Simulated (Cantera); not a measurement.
Standard-state values (1 bar) from the NASA 1993 polynomials, evaluated with Cantera. Values are per mole of reaction as written; species without (g) are pure solids or liquids, kept so even where they would boil at 1 bar.

Problem. Between 423 and 2223 K, where is each reaction favourable under standard conditions?
- 4 NH₃(g) + 3 Si ⇌ 3 SiH₄(g) + 4 N(g)
- 6 NH₃(g) + 2 Si₃N₄ ⇌ 7 N₂(g) + 6 SiH₃(g)

Solution. 
- 4 NH₃(g) + 3 Si ⇌ 3 SiH₄(g) + 4 N(g): ΔG° is 2008 kJ at 423 K and 1278 kJ at 2223 K; it stays positive (K < 1). ΔH° is 2070 kJ and ΔS° 356 J/K at 2223 K.
- 6 NH₃(g) + 2 Si₃N₄ ⇌ 7 N₂(g) + 6 SiH₃(g): ΔG° is 2489 kJ at 423 K and 231 kJ at 2223 K; it stays positive (K < 1). ΔH° is 2951 kJ and ΔS° 1223 J/K at 2223 K.
